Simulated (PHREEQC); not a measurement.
A PHREEQC speciation (ion-association model, phreeqc.dat) at 20 °C gives pH 2.04 and these molalities:

```json
[
 {"species": "HF", "mol/kgw": "0.0865"},
 {"species": "H+", "mol/kgw": "0.0101"},
 {"species": "F-", "mol/kgw": "0.00763"},
 {"species": "HF2-", "mol/kgw": "0.00243"}
]
```

Problem. What are the element totals, and what could have been dissolved in 1 kg of water to give them?

Solution. Several could match; the one computed here: totals F 0.0990 mol/kgw, from 0.099 mol HF per kg of water.

No solid was allowed to form. Complexes and solids missing from the database can't appear.
